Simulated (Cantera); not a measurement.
A freely propagating, adiabatic, planar premixed flame of 4.82 % CH₄, 1.30 % C₂H₆, 19.7 % O₂, 74.2 % N₂, equivalence ratio 0.72, unburnt at 475 K and 5.00 bar; mixture-averaged transport, grid criteria slope 0.08 and curve 0.16, no radiation.

Model: GRI-Mech 3.0 (53 species, 325 reactions), integrated in Cantera. Burning velocities carry a grid error of a few per cent, more on coarse grids.

Task: Predict: laminar burning velocity; thermal thickness; peak x(HCO); peak x(C₂H₂); peak x(CH₂CO).

Result: 
| Quantity | Value |
|---|---|
| laminar burning velocity | 30.1 cm/s |
| thermal thickness | 0.147 mm |
| peak x(HCO) | 1.02e-5 |
| peak x(C₂H₂) | 0.000104 |
| peak x(CH₂CO) | 0.000413 |
